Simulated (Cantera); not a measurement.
Charge: 1 mol Fe₂O₃, 0.34 mol H₂S, 2.6 mol H₂O, at 1452 °C and 1000 Pa.

Method: chemical equilibrium by Gibbs-energy minimisation in Cantera with the NASA 1993 tables (ideal gas, pure condensed phases). Candidate condensed phases: Fe, FeO, Fe(OH)₂, Fe(OH)₃, FeS, FeSO₄, FeS₂, Fe₂O₃, Fe₂(SO₄)₃, Fe₃O₄, H₂O, H₂SO₄, S; 22 gas species. Mutual solubility and eutectic melting of coexisting phases are not modelled. The tables' stoichiometric FeO is somewhat more stable than real wüstite, so its field is too wide. FeO: taken at fixed stoichiometry. Kinetics and transport are ignored.

Base state: H₂O 0.885, SO₂ 0.103, H₂ 0.00943, OH 0.000933, O₂ 0.000595, SO 0.000349, H 0.000180, Fe(OH)₂ 8.21e-5 (mole fractions); condensed: FeO(l) + Fe₃O₄(s).

Task: What changes in the equilibrium state with this change: temperature from 1452 °C to 1202 °C?

Result: 
```tsv
species	before	after
H₂O	0.885	0.878
SO₂	0.103	0.103
H₂	0.00943	0.0180
OH	0.000933	2.22e-5
Fe(OH)₂	8.21e-5	1.07e-5
O₂	0.000595	4.32e-7
O	1.42e-5	1.89e-8
H₂S	1.68e-7	1.81e-5
FeO(l), mol	1.98	0
Fe₃O₄(s), mol	0.00693	0.0405
FeO(s), mol	0	1.88
```
